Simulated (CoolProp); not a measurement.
Properties of R1234ze(Z) along the isotherm 166.85 °C (Tc = 150.1 °C, pc = 3531 kPa, ω = 0.327).

The numbers come from the reference Helmholtz-energy equation of state, Akasaka 2019 in CoolProp.

```tsv
p (kPa)	phase	density (kg/m³)	cv (kJ/(kg K))	isothermal compressibility (1/MPa)
221	gas	7.035	0.9986	4.622
441	gas	14.35	1.004	2.369
662	gas	22.04	1.010	1.617
883	gas	30.11	1.016	1.244
1100	gas	38.45	1.022	1.027
1320	gas	47.38	1.028	0.8819
1540	gas	56.86	1.035	0.7813
1770	gas	67.43	1.042	0.7059
```
